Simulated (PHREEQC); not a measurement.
Solution (15 °C): 2.6 mmol/kgw NaH2PO4, 0.082 mmol/kgw K2HPO4 and 36 mmol/kgw NaCl. Closed to the air; pH follows from the charge balance.

All values are PHREEQC results (ion-association model, phreeqc.dat), not measurements.

This is a speciation only: nothing precipitates in the calculation.

Task: What pH, specific conductance does the model give?

Result: pH 5.51; specific conductance 3300 µS/cm.

Task: In which forms is P present?

Result: H2PO4- 97 %, HPO4-2 3.1 % of the P.

Complexes and solids missing from the database can't appear.
